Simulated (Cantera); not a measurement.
Input: 1 mol Fe2O3, 1.4 mol SO2, 7.4 mol H2O, held at 1.00 bar.

These are equilibrium values from Cantera (NASA tables, ideal gas, pure condensed phases), not measurements of a reactor. Candidate condensed phases: Fe, FeO, Fe(OH)2, Fe(OH)3, FeS, FeSO4, FeS2, Fe2O3, Fe2(SO4)3, Fe3O4, H2O, H2SO4, S; 22 gas species. Mutual solubility and eutectic melting of coexisting phases are not modelled. The numbers say what is thermodynamically allowed, not how fast it happens.

x: gas mole fraction; n: condensed amount in mol.

```json
[
 {"T (K)": "648", "x H2O": "0.841", "x SO2": "0.159", "x O2": "<1e-12", "x SO3": "3.71e-9", "x OH": "<1e-12", "n Fe2O3(s)": "1.000", "n Fe3O4(s)": "0"},
 {"T (K)": "723", "x H2O": "0.841", "x SO2": "0.159", "x O2": "<1e-12", "x SO3": "1.35e-7", "x OH": "<1e-12", "n Fe2O3(s)": "1.00", "n Fe3O4(s)": "0"},
 {"T (K)": "798", "x H2O": "0.841", "x SO2": "0.159", "x O2": "<1e-12", "x SO3": "4.63e-7", "x OH": "1.00e-12", "n Fe2O3(s)": "1.00", "n Fe3O4(s)": "0"},
 {"T (K)": "873", "x H2O": "0.841", "x SO2": "0.159", "x O2": "<1e-12", "x SO3": "1.23e-6", "x OH": "?", "n Fe2O3(s)": "1.00", "n Fe3O4(s)": "0"},
 {"T (K)": "948", "x H2O": "0.841", "x SO2": "0.159", "x O2": "2.61e-11", "x SO3": "2.80e-6", "x OH": "?", "n Fe2O3(s)": "1.00", "n Fe3O4(s)": "0"},
 {"T (K)": "1023", "x H2O": "0.841", "x SO2": "0.159", "x O2": "6.52e-10", "x SO3": "5.64e-6", "x OH": "?", "n Fe2O3(s)": "1.00", "n Fe3O4(s)": "0"},
 {"T (K)": "1098", "x H2O": "0.841", "x SO2": "0.159", "x O2": "1.05e-8", "x SO3": "1.03e-5", "x OH": "?", "n Fe2O3(s)": "1.00", "n Fe3O4(s)": "0"},
 {"T (K)": "1173", "x H2O": "0.841", "x SO2": "0.159", "x O2": "1.49e-7", "x SO3": "1.97e-5", "x OH": "?", "n Fe2O3(s)": "1.000", "n Fe3O4(s)": "7.66e-5"},
 {"T (K)": "1248", "x H2O": "0.841", "x SO2": "0.159", "x O2": "2.71e-6", "x SO3": "4.63e-5", "x OH": "?", "n Fe2O3(s)": "0.999", "n Fe3O4(s)": "0.000616"},
 {"T (K)": "1323", "x H2O": "0.841", "x SO2": "0.159", "x O2": "3.52e-5", "x SO3": "9.86e-5", "x OH": "?", "n Fe2O3(s)": "0.996", "n Fe3O4(s)": "0.00268"},
 {"T (K)": "1398", "x H2O": "0.841", "x SO2": "0.159", "x O2": "0.000345", "x SO3": "0.000193", "x OH": "?", "n Fe2O3(s)": "0.977", "n Fe3O4(s)": "0.0153"},
 {"T (K)": "1473", "x H2O": "0.839", "x SO2": "0.158", "x O2": "0.00267", "x SO3": "0.000352", "x OH": "?", "n Fe2O3(s)": "0.849", "n Fe3O4(s)": "0.101"},
 {"T (K)": "1548", "x H2O": "0.826", "x SO2": "0.156", "x O2": "0.0169", "x SO3": "0.000597", "x OH": "?", "n Fe2O3(s)": "0.0732", "n Fe3O4(s)": "0.618"}
]
```

**Question.** Complete the blanks.

**Answer.** 
- 873, x OH: 2.53e-11
- 948, x OH: 3.81e-10
- 1023, x OH: 3.86e-9
- 1098, x OH: 2.85e-8
- 1173, x OH: 1.73e-7
- 1248, x OH: 9.74e-7
- 1323, x OH: 4.50e-6
- 1398, x OH: 1.76e-5
- 1473, x OH: 5.99e-5
- 1548, x OH: 0.000180
